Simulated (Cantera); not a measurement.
## Equilibrium for carbon deposition, reforming and gasification: acetone + O2

Charge: 1 mol acetone, 0.013 mol O2, equilibrated at 1000 Pa.

Cantera equilibrium calculation (NASA polynomials, part measured and part estimated; ideal gas, pure solids and liquids). Candidate condensed phases: C, C6H6, C7H8, C8H18, H2O; 110 gas species. The feed counts by its element totals alone. Equilibrium is a limit: real reactors are often held back by kinetics, nucleation or transport.

| T (K) | x H2 | x H2O | x CH4 | x CO | x CO2 | n C(graphite) |
|---|---|---|---|---|---|---|
| 573 | 0.360 | 0.325 | 0.268 | 0.00124 | 0.0457 | 2.23 |
| 673 | 0.669 | 0.168 | 0.0684 | 0.0231 | 0.0710 | 2.50 |
| 773 | 0.752 | 0.0498 | 0.0120 | 0.139 | 0.0470 | 2.28 |
| 873 | 0.745 | 0.00756 | 0.00249 | 0.239 | 0.00646 | 2.02 |
| 973 | 0.744 | 0.00117 | 0.000712 | 0.253 | 0.000642 | 1.98 |
| 1073 | 0.745 | 0.000247 | 0.000255 | 0.255 | 9.13e-5 | 1.97 |
| 1173 | 0.745 | 6.74e-5 | 0.000108 | 0.255 | 1.81e-5 | 1.97 |
| 1273 | 0.745 | 2.26e-5 | 5.21e-5 | 0.255 | 4.67e-6 | 1.97 |
| 1373 | 0.745 | 8.89e-6 | 2.80e-5 | 0.255 | 1.48e-6 | 1.97 |
| 1473 | 0.745 | 3.98e-6 | 1.63e-5 | 0.255 | 5.50e-7 | 1.97 |
| 1573 | 0.745 | 1.97e-6 | 1.02e-5 | 0.255 | 2.33e-7 | 1.97 |
| 1673 | 0.744 | 1.07e-6 | 6.72e-6 | 0.255 | 1.10e-7 | 1.97 |
| 1773 | 0.743 | 6.18e-7 | 4.65e-6 | 0.255 | 5.70e-8 | 1.97 |
x: gas mole fraction; n: condensed amount in mol.

From 573 K to 1773 K the condensed part is C(graphite). The main C-bearing gas is CH4 at 573 K and CO at 1773 K.
